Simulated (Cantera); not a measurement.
A Cantera script and what it prints.

```python
import numpy as np
import cantera as ct

gas_names = """
    CL CL2 H HCL H2 N NH NH2 NH3 N2 N2H2 N2H4 Si SiCL SiCL2 SiCL3 SiCL4 SiH SiHCL3 SiH2 SiH2CL2 SiH3
    SiH3CL SiH4 SiN Si2 Si2N Si3
""".split()
cond_names = """
    NH4CL(a) NH4CL(b) Si(cr) Si(L) Si3N4(a)
""".split()


def load(file, names, dense=False):
    # The tables refer to 1 bar. Condensed volumes are neglected.
    table = {s.name: s for s in ct.Species.list_from_file(file)}
    out = []
    for n in names:
        d = dict(table[n].input_data)
        d["thermo"] = dict(d["thermo"], **{"reference-pressure": 1e5})
        if dense:
            d["equation-of-state"] = {"model": "constant-volume", "density": "1e6 g/cm^3"}
        out.append(ct.Species.from_dict(d))
    return out


gas = ct.Solution(thermo="ideal-gas", species=load("nasa_gas.yaml", gas_names))
cond = {s.name: ct.Solution(thermo="fixed-stoichiometry", species=[s], name=s.name)
        for s in load("nasa_condensed.yaml", cond_names, dense=True)}
atoms = {
    'SiHCl3': {'Si': 1, 'H': 1, 'CL': 3},
    'NH3': {'N': 1, 'H': 3},
    'H2': {'H': 2},
}
top_T = {'Si3N4(a)': 2400}  # K; cautious upper limits of use, not melting points


def equilibrate(T, P, feed):
    n = {}
    for name, mol in feed.items():
        for a, k in atoms[name].items():
            n[a] = n.get(a, 0.0) + k * mol
    gas.TPX = T, P, n
    mass = sum(n.values()) * gas.mean_molecular_weight
    gas.equilibrate("TP")
    valid = [c for c in cond.values() if c.min_temp <= T <= top_T.get(c.name, c.max_temp)]
    mix = ct.Mixture([(gas, mass / gas.mean_molecular_weight)] + [(c, 0.0) for c in valid])
    mix.T, mix.P = T, P
    mix.equilibrate("TP", solver="vcs", rtol=1e-11, max_steps=5000)
    return mix


results = []
feed = {'SiHCl3': 1, 'NH3': 0.54, 'H2': 100}  # mol
T = 900  # K
P = 11  # Pa
mix = equilibrate(T, P, feed)
results.append((T, P, feed, dict(zip(mix.species_names, mix.species_moles))))
print(gas.report(threshold=1e-05))
for i in range(1, mix.n_phases):
    print(f"{mix.phase(i).name:16s} {mix.phase_moles(i):12.5e} mol")
```

Result:

```
       temperature   900 K
          pressure   11 Pa
           density   4.5867e-06 kg/m^3
  mean mol. weight   3.1202 kg/kmol
   phase of matter   gas

                          1 kg             1 kmol
                     ---------------   ---------------
          enthalpy        4.5962e+06        1.4341e+07  J
   internal energy         2.198e+06        6.8584e+06  J
           entropy             77442        2.4164e+05  J/K
    Gibbs function       -6.5102e+07       -2.0313e+08  J
 heat capacity c_p            9681.1             30207  J/K
 heat capacity c_v            7016.4             21893  J/K

                      mass frac. Y      mole frac. X     chem. pot. / RT
                     ---------------   ---------------   ---------------
               HCL           0.20668          0.017689           -49.504
                H2           0.63258           0.97907           -26.386
             SiCL2          0.013774        0.00043419           -76.075
             SiCL3         0.0062283        0.00014456           -112.39
             SiCL4            0.1249         0.0022941            -148.7
            SiHCL3          0.015656        0.00036066           -125.58
     [  +22 minor]        0.00017452          5.41e-06

Si(cr)            2.62919e-01 mol
Si3N4(a)          1.35000e-01 mol
```

Cantera equilibrium calculation (NASA polynomials, part measured and part estimated; ideal gas, pure solids and liquids). The tables' values for SiCl3 are old estimates; treat these amounts as uncertain.
